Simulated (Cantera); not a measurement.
Mixture: CO : H2 : O2 : N2 : H2O = 1 : 0.34 : 1.49 : 6.25 : 0.92 (molar parts), equivalence ratio 0.45, at 1.00 atm, adiabatic and at constant pressure. Ignition delay is the time to a rise of 400 K.

Detailed kinetics in Cantera: GRI-Mech 3.0 (53 species, 325 reactions). Below about 950 K walls govern HO2 and H2O2 in real vessels.

Q: What does this change do: pressure from 1.00 atm to 10.9 atm?

A: 
| quantity | before | after |
|---|---|---|
| delay at 948 K | 41.2 ms | 40.9 ms |
| delay at 998 K | 4.29 ms | 12.4 ms |
| delay at 1048 K | 0.665 ms | 4.19 ms |
| delay at 1098 K | 0.301 ms | 1.53 ms |
| delay at 1148 K | 0.194 ms | 0.596 ms |
| delay at 1198 K | 0.144 ms | 0.242 ms |
| apparent activation energy between 1098 and 1198 K | 80 kJ/mol | 200 kJ/mol |
The hydrogen kinetics of GRI-Mech 3.0 are dated; newer H2 mechanisms differ, most at raised pressure.

Q: What does this change do: pressure from 1.00 atm to 4.93 atm?

A: 
```json
[
 {"quantity": "delay at 948 K", "before": "41.2 ms", "after": "53.3 ms"},
 {"quantity": "delay at 998 K", "before": "4.29 ms", "after": "14.7 ms"},
 {"quantity": "delay at 1048 K", "before": "0.665 ms", "after": "4.42 ms"},
 {"quantity": "delay at 1098 K", "before": "0.301 ms", "after": "1.38 ms"},
 {"quantity": "delay at 1148 K", "before": "0.194 ms", "after": "0.432 ms"},
 {"quantity": "delay at 1198 K", "before": "0.144 ms", "after": "0.135 ms"},
 {"quantity": "apparent activation energy between 1098 and 1198 K", "before": "80 kJ/mol", "after": "250 kJ/mol"}
]
```
The hydrogen kinetics of GRI-Mech 3.0 are dated; newer H2 mechanisms differ, most at raised pressure.
